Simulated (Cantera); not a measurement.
An isothermal, constant-pressure homogeneous reactor starts with 2.82 % H₂, 97.2 % O₂, equivalence ratio 0.015, at 1225 K and 0.00424 atm.

Computed with Cantera and GRI-Mech 3.0 (53 species, 325 reactions). Radical loss at walls, strong at low pressure, is not modelled.

x: mole fraction; the columns are a selection and need not sum to one.

```
t (s)         x H₂   x O₂      x OH    x H₂O₂       x H       x O
--------  --------  -----  --------  --------  --------  --------
8.00e-6     0.0282  0.972  3.38e-12    <1e-12  9.98e-11  3.39e-12
2.70e-5     0.0282  0.972  3.62e-11    <1e-12  3.13e-10  3.67e-11
9.12e-5     0.0282  0.972  3.39e-10    <1e-12  8.54e-10  3.53e-10
0.000308    0.0282  0.972   2.44e-9    <1e-12   2.02e-9   2.79e-9
0.00104     0.0282  0.972   1.85e-8  6.29e-12   8.43e-9   2.49e-8
0.00351     0.0282  0.972   1.12e-6  7.04e-11   4.47e-7   1.60e-6
0.0118     0.00290  0.951   0.00401   4.67e-8   0.00417    0.0169
0.0400    0.000291  0.948   0.00222   1.58e-8   0.00274    0.0213
0.135     0.000257  0.951   0.00209   1.58e-8   0.00225    0.0186
0.456            ?  0.958         ?   1.56e-8         ?         ?
1.54       6.42e-5  0.966   0.00105   1.33e-8  0.000264   0.00439
5.20       1.11e-5  0.970  0.000438   7.55e-9   1.86e-5  0.000749
17.5             ?  0.971         ?         ?         ?         ?
59.2       1.97e-7  0.971   5.86e-5  6.64e-10   4.42e-8   1.33e-5
200        3.71e-8  0.971   2.54e-5  1.69e-10   3.62e-9   2.51e-6
```

Fill in the missing entries.


- 0.456, x H₂: 0.000175
- 0.456, x OH: 0.00173
- 0.456, x H: 0.00122
- 0.456, x O: 0.0123
- 17.5, x H₂: 1.39e-6
- 17.5, x OH: 0.000155
- 17.5, x H₂O₂: 2.59e-9
- 17.5, x H: 8.25e-7
- 17.5, x O: 9.35e-5
